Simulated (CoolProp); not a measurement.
Propylene along the isotherm 50.65 °C: density (kg/m³) from the reference equation and from simpler models built on Tc = 91.1 °C, pc = 4.555 MPa, ω = 0.146; each cubic takes its own stable root.

The numbers come from the reference Helmholtz-energy equation of state, Lemmon 2013 in CoolProp.

```csv
p (MPa),phase,reference
0.036,gas,0.5649
0.0683,gas,1.076
0.129,gas,2.045
0.245,gas,3.936
0.465,gas,7.672
0.882,gas,15.39
1.67,gas,33.50
3.17,liquid,463.1
6.01,liquid,477.4
11.4,liquid,496.9
```

Problem. How far does each simpler model (van der Waals, Redlich-Kwong, Soave-Redlich-Kwong, Peng-Robinson) lie from the reference over these 10 states: mean and median of the absolute difference, and the worst?

Solution. 
- van der Waals: mean 11.3 %, median 1.8 %, worst -37.1 % at 50.65 °C and 3.17 MPa
- Redlich-Kwong: mean 3.6 %, median 0.4 %, worst -13.8 % at 50.65 °C and 3.17 MPa
- Soave-Redlich-Kwong: mean 2.9 %, median 0.2 %, worst -11.4 % at 50.65 °C and 3.17 MPa
- Peng-Robinson: mean 0.9 %, median 0.3 %, worst +4.2 % at 50.65 °C and 11.4 MPa
